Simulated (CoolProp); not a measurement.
Properties of carbon dioxide along the isotherm 34.05 °C.

Computed with CoolProp (reference Helmholtz-energy equation of state, Span 1996).

| p (MPa) | phase | isothermal compressibility (1/MPa) | conductivity (mW/(m K)) | Prandtl number | fugacity coefficient |
|---|---|---|---|---|---|
| 4.61 | gas | 0.3081 | 22.4 | 1.08 | 0.7983 |
| 9.22 | supercritical | 0.07260 | 76.6 | 3.38 | 0.5760 |
| 13.8 | supercritical | 0.01784 | 88.8 | 2.17 | 0.4270 |
| 18.4 | supercritical | 0.01049 | 97.2 | 1.93 | 0.3522 |
| 23.1 | supercritical | 0.007488 | 104 | 1.83 | 0.3077 |
| 27.7 | supercritical | 0.005887 | 110 | 1.77 | 0.2801 |
| 32.3 | supercritical | 0.004866 | 115 | 1.73 | 0.2615 |
| 36.9 | supercritical | 0.004156 | 119 | 1.71 | 0.2487 |

Viscosity comes from a separate model (Laesecke 2017). Thermal conductivity comes from a separate model (Huber 2016).
